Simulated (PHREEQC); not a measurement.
Solution (92 °C): 0.014 mol NH4HF2, 0.00026 mol (NH4)2SiF6 and 0.00058 mol H2SO4 per kg of water. Closed to the air; pH follows from the charge balance.

The numbers come from PHREEQC with the ion-association model, phreeqc.dat.

| quantity | before | after |
|---|---|---|
| pH | 3.64 | 3.60 |
| ionic strength (mol/kgw) | 0.0155 | 0.00843 |
| HF2- (mol/kgw) | 0.000721 | 0.000202 |

### Question
Which change was made?
A) NH4HF2 from 0.014 to 0.028 mol/kgw
B) (NH4)2SiF6 replaced by KF at the same molality
C) (NH4)2SiF6 left out
D) NH4HF2 from 0.014 to 0.14 mol/kgw
E) NH4HF2 from 0.014 to 0.007 mol/kgw

### Answer
E, NH4HF2 from 0.014 to 0.007 mol/kgw

This is a speciation only: nothing precipitates in the calculation. Away from 25 °C the constants follow the database's enthalpies or fits; those with neither stay at their 25 °C values. SiF6-2 is the database's only silicon fluoride.
